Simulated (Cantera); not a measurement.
An isothermal, constant-pressure homogeneous reactor starts with 14.5 % H2, 85.3 % O2, 0.247 % H2O, equivalence ratio 0.085, at 1400 K and 28.5 Torr.

Computed with Cantera and the H2/O2 subset of GRI-Mech 3.0, which has no nitrogen chemistry. Radical loss at walls, strong at low pressure, is not modelled. The temperature is held fixed by assumption; the heat of reaction is taken as removed at once.

x: mole fraction; the columns are a selection and need not sum to one.

| t (s) | x H2 | x O2 | x H2O2 | x H2O | x H |
|---|---|---|---|---|---|
| 0.000200 | 0.0941 | 0.819 | (withheld) | 0.0385 | 0.0173 |
| 0.000843 | 0.00522 | 0.764 | 4.35e-7 | 0.124 | 0.0275 |
| 0.00356 | 0.00274 | 0.804 | 4.14e-7 | 0.142 | 0.00936 |
| 0.0150 | 0.000382 | 0.835 | (withheld) | 0.156 | 0.000451 |
| 0.0632 | 2.80e-5 | 0.840 | (withheld) | 0.158 | 8.94e-6 |
| 0.267 | 3.02e-6 | 0.841 | (withheld) | 0.159 | 3.22e-7 |
| 1.12 | 5.92e-7 | 0.841 | (withheld) | 0.159 | 2.82e-8 |
| 4.74 | 4.04e-7 | 0.841 | 3.18e-9 | 0.159 | 1.60e-8 |
| 20.0 | 4.04e-7 | 0.841 | 3.18e-9 | 0.159 | 1.60e-8 |

Question: What belongs in the gaps?

Answer: 
- 0.000200, x H2O2: 3.51e-7
- 0.0150, x H2O2: 2.01e-7
- 0.0632, x H2O2: 5.06e-8
- 0.267, x H2O2: 1.19e-8
- 1.12, x H2O2: 3.90e-9
